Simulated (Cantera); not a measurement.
A closed system holds: 1 mol V, 0.12 mol N2O, 38 mol H2, held at 1 atm.

Method: chemical equilibrium by Gibbs-energy minimisation in Cantera with the NASA 1993 tables (ideal gas, pure condensed phases). Candidate condensed phases: H2O, V, VN, VO, V2O3, V2O4, V2O5; 28 gas species. Mutual solubility and eutectic melting of coexisting phases are not modelled. VN, VO: taken at fixed stoichiometry. Condensed phases not in the tables: solid solutions among these carbides, nitrides and lower oxides, V2N, N, O or C dissolved in the metal. Equilibrium is a limit: real reactors are often held back by kinetics, nucleation or transport.

Q: At 1377 °C, list the 3 most abundant gas species with their mole fractions, and the condensed phases.

A: H2 1.000, H 9.02e-5, H2O 4.29e-5. Condensed: V(s) + VN(s) + VO(s).
